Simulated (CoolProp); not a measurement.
Properties of R1123 along the isobar 20 MPa (Tc = 331.7 K, pc = 4.549 MPa, ω = 0.243).

Model: reference Helmholtz-energy equation of state, Akasaka 2020, in CoolProp.

| T (K) | phase | cv (kJ/(kg K)) | speed of sound (m/s) | Joule-Thomson coefficient (K/MPa) | isothermal compressibility (1/MPa) | fugacity coefficient |
|---|---|---|---|---|---|---|
| 313.9 | liquid | 0.8762 | 522.7 | -0.007462 | 0.005419 | ? |
| 334.7 | supercritical | 0.8972 | 456.5 | 0.1484 | 0.007754 | 0.2565 |
| 355.5 | supercritical | 0.9188 | ? | 0.3523 | ? | 0.3314 |
| 376.2 | supercritical | 0.9400 | 350.2 | 0.5994 | 0.01607 | ? |
| 397 | supercritical | 0.9600 | 312.9 | 0.8724 | 0.02216 | 0.4839 |
| 417.7 | supercritical | 0.9779 | 287.1 | ? | 0.02866 | 0.5551 |
| 438.5 | supercritical | ? | 271.3 | 1.333 | 0.03447 | 0.6207 |
| 459.2 | supercritical | 1.010 | 263.4 | 1.454 | 0.03882 | 0.6796 |
| 480 | supercritical | ? | 260.9 | 1.499 | 0.04174 | 0.7324 |

Q: What belongs in the gaps?

A: 
- 313.9, fugacity coefficient: 0.1875
- 355.5, speed of sound (m/s): 398.4
- 355.5, isothermal compressibility (1/MPa): 0.01123
- 376.2, fugacity coefficient: 0.4082
- 417.7, Joule-Thomson coefficient (K/MPa): 1.131
- 438.5, cv (kJ/(kg K)): 0.9944
- 480, cv (kJ/(kg K)): 1.027
